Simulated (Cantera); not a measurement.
Input: 1 mol SiO2, 0.18 mol Si, 0.47 mol H2, 0.12 mol C, held at 1648.15 K and 1.33 mbar.

Method: chemical equilibrium by Gibbs-energy minimisation in Cantera with the NASA 1993 tables (ideal gas, pure condensed phases). Candidate condensed phases: C, C6H6, C7H8, C8H18, H2O, Si, SiC, SiO2; 123 gas species. The tables hold silica as quartz up to 1696 K and as liquid above; real silica turns to tridymite and cristobalite and melts near 1996 K. Kinetics and transport are ignored.

Base state: SiO 0.448, H2 0.438, CO 0.112, H 0.00162, H2O 6.13e-5 (mole fractions); condensed: SiO2(β-quartz).

Q: What changes in the equilibrium state with this change: pressure from 1.33 mbar to 10.0 mbar?

A: 
| species | before | after |
|---|---|---|
| H2 | 0.438 | 0.511 |
| SiO | 0.448 | 0.399 |
| CO | 0.112 | 0.0896 |
| Si | 1.93e-6 | 1.15e-5 |
| H2O | 6.13e-5 | 1.07e-5 |
| H | 0.00162 | 0.000637 |
| SiO2(β-quartz), mol | 0.700 | 0.775 |
| SiC(s), mol | 0 | 0.0376 |
Mutual solubility and eutectic melting of coexisting phases are not modelled.
